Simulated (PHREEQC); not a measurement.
A solution holds 0.0074 mol HF, 0.0012 mol NaF and 0.00051 mol H2SiF6 per kg of water, at 15 °C. Closed to the air; pH follows from the charge balance.

Equilibrium calculation in PHREEQC: ion-association model, phreeqc.dat.

| quantity | before | after |
|---|---|---|
| pH | 2.67 | 3.17 |
| ionic strength (mol/kgw) | 0.00399 | 0.00225 |
| HF (mol/kgw) | 0.00608 | 0.000961 |
| F- (mol/kgw) | 0.00241 | 0.00120 |
| HF2- (mol/kgw) | 5.14e-5 | 4.05e-6 |
| NaF (mol/kgw) | 1.45e-6 | 7.48e-7 |

Task: What was changed between the two runs?
A) diluted 5-fold with water
B) H2SiF6 left out
C) temperature from 15 to 10 °C
D) HF left out
E) H2SiF6 replaced by NH4HF2 at the same molality

Result: D, HF left out

This is a speciation only: nothing precipitates in the calculation. Some of these states are supersaturated (in Quartz (slow to form), for instance). SiF6-2 is the database's only silicon fluoride.
